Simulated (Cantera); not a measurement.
Feed: 1 mol Si3N4, 4.1 mol H2O, 57 mol N2, at 2098.15 K.

Cantera equilibrium calculation (NASA polynomials, part measured and part estimated; ideal gas, pure solids and liquids). Candidate condensed phases: H2O, Si, SiO2, Si2N2O, Si3N4; 35 gas species. The tables hold silica as quartz up to 1696 K and as liquid above; real silica turns to tridymite and cristobalite and melts near 1996 K. Rates play no part.

Question: Which condensed phases are stable at each of these points (P (Pa)): 1, 4.20, 18, 75, 320, 1300, 5600, 24000, 100000?

Answer: 
```tsv
P (Pa)	condensed phases	Si condensed (%)
1	gas only	0.0
4.20	gas only	0.0
18	gas only	0.0
75	gas only	0.0
320	gas only	0.0
1300	gas only	0.0
5600	SiO2(l)	19.1
24000	SiO2(l)	31.3
100000	SiO2(l)	35.3
```

From 0.00750 Torr to 9.75 Torr nothing is condensed. From 42.0 Torr to 750 Torr the condensed part is SiO2(l).
